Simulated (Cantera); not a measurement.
An adiabatic, constant-volume homogeneous reactor starts with H2 : O2 : N2 = 1 : 0.758 : 2.85 (molar parts), equivalence ratio 0.66, at 1150 K and 1.00 bar. Integrator tolerance rtol = 1e-08.

Cantera simulation using the H2/O2 subset of GRI-Mech 3.0, which has no nitrogen chemistry; the numbers are that mechanism's predictions, not measurements.

What does this change do: pressure from 1.00 bar to 5.00 bar?


```json
[
 {"quantity": "time of steepest temperature rise", "before": "60.9 µs", "after": "41.0 µs"},
 {"quantity": "temperature at 0.800 s", "before": "2740 K", "after": "2830 K"},
 {"quantity": "equilibrium temperature", "before": "2740 K", "after": "2830 K"},
 {"quantity": "x(H2) at 0.800 s", "before": "0.0104 (gas-phase equilibrium 0.0104)", "after": "0.00676 (gas-phase equilibrium 0.00676)"},
 {"quantity": "x(O2) at 0.800 s", "before": "0.0582 (gas-phase equilibrium 0.0582)", "after": "0.0584 (gas-phase equilibrium 0.0584)"},
 {"quantity": "x(OH) at 0.800 s", "before": "0.0251 (gas-phase equilibrium 0.0251)", "after": "0.0213 (gas-phase equilibrium 0.0213)"},
 {"quantity": "x(HO2) at 0.800 s", "before": "1.71e-5 (gas-phase equilibrium 1.71e-5)", "after": "3.17e-5 (gas-phase equilibrium 3.17e-5)"},
 {"quantity": "x(O) at 0.800 s", "before": "0.00703 (gas-phase equilibrium 0.00703)", "after": "0.00444 (gas-phase equilibrium 0.00444)"}
]
```
The hydrogen kinetics of GRI-Mech 3.0 are dated; newer H2 mechanisms differ, most at raised pressure.
